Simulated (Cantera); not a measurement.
Equilibrium for iron carbonyl, mercury and lead vapours: Pb + H2

A closed system holds: 1 mol Pb, 6.2 mol H2, at 0.0440 bar.

These are equilibrium values from Cantera (NASA tables, ideal gas, pure condensed phases), not measurements of a reactor. Candidate condensed phases: Pb; 4 gas species. Equilibrium is a limit: real reactors are often held back by kinetics, nucleation or transport.

```tsv
T (°C)	log p H2	log p Pb	log p H	log p Pb2	n Pb(s)	n Pb(l)
250	-1.36	<-13	<-13	<-13	1.00	0
350	-1.36	-10.68	<-13	<-13	0	1.00
450	-1.36	-8.51	<-13	<-13	0	1.00
550	-1.36	-6.87	-11.81	<-13	0	1.000
650	-1.36	-5.60	-10.29	-11.64	0	1.000
750	-1.36	-4.57	-9.06	-9.93	0	0.996
850	-1.36	-3.74	-8.05	-8.53	0	0.974
950	-1.37	-3.04	-7.20	-7.37	0	0.869
1050	-1.39	-2.45	-6.50	-6.39	0	0.461
1150	-1.42	-2.21	-5.89	-6.08	0	0
1250	-1.42	-2.21	-5.35	-6.23	0	0
1350	-1.42	-2.21	-4.87	-6.36	0	0
```
log p: log10 of the partial pressure in bar; n: condensed amount in mol.

At 250 °C the condensed part is Pb(s). From 350 °C to 1050 °C the condensed part is Pb(l). From 1150 °C to 1350 °C nothing is condensed.
